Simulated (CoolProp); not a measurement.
Vapour-liquid equilibrium of CHF3 (R23) (1) + C2F6 (R116) (2) at 0.104 MPa; x and y are mole fractions of (1).

Computed with CoolProp (multi-fluid Helmholtz-energy mixture model, Penoncello 2003 and Lemmon 2006; pair parameters Bell 2016).

Q: Give the bubble temperature and the first vapour's composition at x = 0.05, 0.65, 0.95. Is there an azeotrope?

A: x = 0.05: 192.0 K, y = 0.206; x = 0.65: 186.0 K, y = 0.585; x = 0.95: 189.3 K, y = 0.839. y crosses x between x = 0.5 and 0.575: the model has an azeotrope there.

Pair parameters are fitted to limited data, so mixtures are less certain than the pure fluids.
